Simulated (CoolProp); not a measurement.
Computed with CoolProp (reference Helmholtz-energy equation of state, Colonna 2008). It is a short technical equation, of lower accuracy than the large ones.

Give the vapour pressure (bar), liquid density (kg/m³), vapour Z of saturated dodecamethylcyclohexasiloxane (D6) at 505.7, 569.3 K.


| T (K) | p (bar) | liquid density (kg/m³) | vapour Z |
|---|---|---|---|
| 505.7 | 0.763 | 723 | 0.923 |
| 569.3 | 2.81 | 620 | 0.786 |
